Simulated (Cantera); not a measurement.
Cantera with NASA thermochemical tables; ideal gases at 1 bar, condensed phases pure. Values are per mole of reaction as written; species without (g) are pure solids or liquids, kept so even where they would boil at 1 bar.

4 Cl2(g) + Ti2O3 = 3 O(g) + 2 TiCl4, with ΔH° = 660.2 kJ and ΔS° = 18.9 J/K at 300 K.

Q: How far is the shortcut ΔG° ≈ ΔH°(300 K) − T·ΔS°(300 K) from the full temperature-dependent value at 375, 400, 425, 450, 475, 500 K?

A: 
| T (K) | shortcut (kJ) | full (kJ) | difference (kJ) | difference in log10 K |
|---|---|---|---|---|
| 375 | 653.1 | 652.1 | 1.0 | -0.14 |
| 400 | 652.7 | 650.9 | 1.8 | -0.23 |
| 425 | 652.2 | 649.5 | 2.6 | -0.32 |
| 450 | 651.7 | 648.1 | 3.7 | -0.42 |
| 475 | 651.2 | 646.5 | 4.8 | -0.52 |
| 500 | 650.8 | 644.8 | 5.9 | -0.62 |
The shortcut ignores the heat-capacity change of the reaction.
